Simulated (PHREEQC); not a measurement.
Dissolve 29 mmol/kgw NaHCO3, 0.032 mmol/kgw Na2SO4 and 9.2 mmol/kgw LiCl at 25 °C. Closed to the air; pH follows from the charge balance.

Model: ion-association model, phreeqc.dat, run in PHREEQC.

Each row changes one thing in this solution. This is a speciation only: nothing precipitates in the calculation.

```json
[
 {"case": "as made", "pH": "8.14", "ionic strength (mol/kgw)": "0.0382", "HCO3- (mol/kgw)": "0.0279", "CO2 (mol/kgw)": "0.000383", "NaHCO3 (mol/kgw)": "0.000316", "CO3-2 (mol/kgw)": "0.000300", "SI of Halite (NaCl)": "-5.30"},
 {"case": "temperature from 25 to 60 °C", "pH": "(withheld)", "ionic strength (mol/kgw)": "(withheld)", "HCO3- (mol/kgw)": "0.0276", "CO2 (mol/kgw)": "0.000589", "NaHCO3 (mol/kgw)": "0.000254", "CO3-2 (mol/kgw)": "0.000258", "SI of Halite (NaCl)": "(withheld)"},
 {"case": "NaHCO3 from 0.029 to 0.145 mol/kgw", "pH": "(withheld)", "ionic strength (mol/kgw)": "0.149", "HCO3- (mol/kgw)": "0.134", "CO2 (mol/kgw)": "0.00244", "NaHCO3 (mol/kgw)": "0.00587", "CO3-2 (mol/kgw)": "0.00130", "SI of Halite (NaCl)": "-4.72"},
 {"case": "temperature from 25 to 15 °C", "pH": "8.24", "ionic strength (mol/kgw)": "0.0382", "HCO3- (mol/kgw)": "0.0280", "CO2 (mol/kgw)": "0.000352", "NaHCO3 (mol/kgw)": "0.000337", "CO3-2 (mol/kgw)": "0.000302", "SI of Halite (NaCl)": "-5.29"},
 {"case": "Na2SO4 from 3.2e-05 to 6.4e-05 mol/kgw", "pH": "8.14", "ionic strength (mol/kgw)": "0.0383", "HCO3- (mol/kgw)": "0.0279", "CO2 (mol/kgw)": "0.000383", "NaHCO3 (mol/kgw)": "0.000316", "CO3-2 (mol/kgw)": "0.000300", "SI of Halite (NaCl)": "-5.30"},
 {"case": "diluted 100-fold with water", "pH": "8.20", "ionic strength (mol/kgw)": "0.000385", "HCO3- (mol/kgw)": "0.000284", "CO2 (mol/kgw)": "3.92e-6", "NaHCO3 (mol/kgw)": "4.43e-8", "CO3-2 (mol/kgw)": "2.26e-6", "SI of Halite (NaCl)": "-9.16"},
 {"case": "temperature from 25 to 10 °C", "pH": "8.30", "ionic strength (mol/kgw)": "0.0382", "HCO3- (mol/kgw)": "0.0280", "CO2 (mol/kgw)": "0.000340", "NaHCO3 (mol/kgw)": "0.000349", "CO3-2 (mol/kgw)": "0.000302", "SI of Halite (NaCl)": "-5.29"},
 {"case": "temperature from 25 to 80 °C", "pH": "7.78", "ionic strength (mol/kgw)": "0.0377", "HCO3- (mol/kgw)": "0.0272", "CO2 (mol/kgw)": "0.000801", "NaHCO3 (mol/kgw)": "0.000225", "CO3-2 (mol/kgw)": "0.000218", "SI of Halite (NaCl)": "-5.37"}
]
```

Q: What belongs in the gaps?

A: 
- temperature from 25 to 60 °C, pH: 7.88
- temperature from 25 to 60 °C, ionic strength (mol/kgw): 0.0380
- temperature from 25 to 60 °C, SI of Halite (NaCl): -5.34
- NaHCO3 from 0.029 to 0.145 mol/kgw, pH: 7.96

Constants without temperature data keep their 25 °C values here.
